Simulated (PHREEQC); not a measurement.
A column of 1 m (30 cells, dispersivity 0.08 m, 720 s a shift, diffusion coefficient 3e-10 m²/s) holds 0.051 eq of the database's cation exchanger X per kg of pore water, first in equilibrium with 0.00062 mol CaCl2 and 1e-05 mol HCl per kg of water. It is flushed with 8.7 mmol/kgw CdCl2, 5.6 mmol/kgw KCl and 0.01 mmol/kgw HCl, at 15 °C. Values are for the last cell. No CO2 enters from the air. Nothing may precipitate in this run.

The numbers come from PHREEQC with the ion-association model, phreeqc.dat.

```tsv
pore volumes	Cd in solution (mol/kgw)	K in solution (mol/kgw)	Cl in solution (mol/kgw)	Ca in solution (mol/kgw)	CaX2 on the exchanger (mol/kgw)	CdX2 on the exchanger (mol/kgw)
0	0	0	0.00125	0.000620	0.0255	0
0.4833	0	3.69e-10	0.00215	0.00107	0.0255	0
0.7167	1.33e-9	3.01e-6	0.00668	0.00334	0.0255	7.93e-9
1.183	0.000177	0.000421	0.0172	0.00823	0.0249	0.000311
1.417	0.000692	0.000973	0.0200	0.00884	0.0239	0.00103
1.883	0.00214	0.00223	0.0223	0.00789	0.0212	0.00305
2.117	0.00282	0.00279	0.0227	0.00712	0.0197	0.00414
2.583	0.00395	0.00367	0.0229	0.00568	0.0170	0.00628
3.05	0.00484	0.00428	0.0230	0.00451	0.0145	0.00830
3.283	0.00522	0.00450	0.0230	0.00403	0.0133	0.00925
3.75	0.00586	0.00484	0.0230	0.00322	0.0113	0.0110
3.983	0.00613	0.00496	0.0230	0.00289	0.0103	0.0118
4.45	0.00661	0.00514	0.0230	0.00232	0.00863	0.0133
4.917	0.00700	0.00527	0.0230	0.00186	0.00717	0.0146
5.15	0.00717	0.00532	0.0230	0.00167	0.00652	0.0152
5.617	0.00747	0.00539	0.0230	0.00134	0.00536	0.0163
5.85	0.00759	0.00542	0.0230	0.00120	0.00485	0.0168
6.317	0.00781	0.00546	0.0230	0.000960	0.00396	0.0176
6.55	0.00790	0.00548	0.0230	0.000858	0.00356	0.0180
7.017	0.00806	0.00551	0.0230	0.000684	0.00288	0.0186
```

Complexes and solids missing from the database can't appear.
